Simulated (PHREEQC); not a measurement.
# Acid mine or pickling water: an equilibrium model

Synthetic water in mmol/kgw, 25 °C, pH 3.44, pe 12.5:

| constituent | mmol/kgw |
|---|---|
| Na | 9.91 |
| K | 3.42 |
| Ca | 15.9 |
| Mg | 3.87 |
| Cl | 20.5 |
| S(6) | 24.4 |
| Al | 6.44 |
| Cu(2) | 0.477 |
| Fe(3) | 0.128 |
| N(5) | 0.547 |

Valence states are taken as typed.

All values are PHREEQC results (ion-association model, wateq4f.dat), not measurements.

Each row changes one thing in this solution. This is a speciation only: nothing precipitates in the calculation.

```csv
case,ionic strength (mol/kgw),SO4-2 (mol/kgw),Ca+2 (mol/kgw),K+ (mol/kgw),Mg+2 (mol/kgw),Al+3 (mol/kgw),SI of Gypsum (CaSO4:2H2O),SI of Jarosite-Na (NaFe3(SO4)2(OH)6)
as made,0.0782,0.0119,0.0114,0.00331,0.00261,0.00119,-0.06,+1.02
Al from 6.44 to 3.22 mmol/kgw,0.0764,0.0139,0.0108,0.00329,?,0.000508,-0.01,+1.04
temperature from 25 to 60 °C at the same typed pH,?,0.0107,0.0110,0.00326,0.00204,0.000995,?,+1.36
all concentrations times 3 at the same typed pH,?,0.0296,0.0316,0.00975,0.00707,?,+0.51,+2.66
```

What belongs in the gaps?


- Al from 6.44 to 3.22 mmol/kgw, Mg+2 (mol/kgw): 0.00247
- temperature from 25 to 60 °C at the same typed pH, ionic strength (mol/kgw): 0.0732
- temperature from 25 to 60 °C at the same typed pH, SI of Gypsum (CaSO4:2H2O): -0.08
- all concentrations times 3 at the same typed pH, ionic strength (mol/kgw): 0.211
- all concentrations times 3 at the same typed pH, Al+3 (mol/kgw): 0.00276

Some of these states are supersaturated (in Jarosite-K, Jarosite-Na, for instance). Constants without temperature data keep their 25 °C values here.
